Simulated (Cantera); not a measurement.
A perfectly stirred reactor is fed with CH₄ : CO : O₂ : N₂ = 1 : 0.13 : 3.39 : 12.5 (molar parts), equivalence ratio 0.61, at 10.0 bar; it is adiabatic with a 798 K inlet, and is followed from long to short residence time, starting on the burning branch (τ in s: 0.042, 0.018, 0.0081, 0.0035, 0.0015, 0.00068, 0.0003, 0.00013, 5.7e-05).

Cantera simulation using GRI-Mech 3.0 (53 species, 325 reactions); the numbers are that mechanism's predictions, not measurements.

x: mole fraction; the columns are a selection and need not sum to one.

```csv
τ (s),T (K),x CH₄,x CO,x O₂,x HCN,x H₂O,x CH₂O
0.042,2103,___,0.000270,0.0774,4.31e-8,0.117,2.23e-7
0.018,2103,___,0.000324,0.0776,4.77e-8,0.117,5.08e-7
0.0081,2102,___,0.000432,0.0778,5.14e-8,0.117,1.08e-6
0.0035,2100,___,0.000663,0.0779,5.67e-8,0.117,2.29e-6
0.0015,2094,___,0.00112,0.0781,6.58e-8,0.116,4.67e-6
0.00068,2085,___,0.00189,0.0785,8.01e-8,0.116,8.69e-6
0.00030,2070,___,0.00327,0.0791,1.04e-7,0.115,1.61e-5
0.00013,2043,___,0.00572,0.0803,1.41e-7,0.114,3.02e-5
5.7e-5,1999,___,0.0100,0.0828,1.99e-7,0.113,5.83e-5
```

Complete the blanks.


- 0.042, x CH₄: 1.63e-6
- 0.018, x CH₄: 3.67e-6
- 0.0081, x CH₄: 7.73e-6
- 0.0035, x CH₄: 1.62e-5
- 0.0015, x CH₄: 3.21e-5
- 0.00068, x CH₄: 5.81e-5
- 0.00030, x CH₄: 0.000105
- 0.00013, x CH₄: 0.000195
- 5.7e-5, x CH₄: 0.000382
